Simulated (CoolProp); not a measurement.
The fluid at 293.15 K and 0.896 MPa is compressed adiabatically to 2.86 MPa with isentropic efficiency 1. The same conditions are run with several fluids, on thermodynamics alone (safety and materials aside).

The numbers come from the reference Helmholtz-energy equation of state of each fluid (R507A: Lemmon 2003; sulfur hexafluoride: Guder 2009; CF4 (R14): Platzer 1990; carbon monoxide: Lemmon 2006; hydrogen sulfide: Lemmon 2006) in CoolProp. The equations of Platzer and Polt are older, rougher fits. Blends and air are pseudo-pure fits.

```
fluid                work (kJ/kg)  final temperature (K)  final density (kg/m³)
-------------------  ------------  ---------------------  ---------------------
R507A                        22.9                  344.7                    154
sulfur hexafluoride          16.9                  334.3                    204
CF4 (R14)                    33.4                  346.0                   92.6
carbon monoxide               120                  409.1                   23.4
hydrogen sulfide             88.0                  392.4                   33.1
```
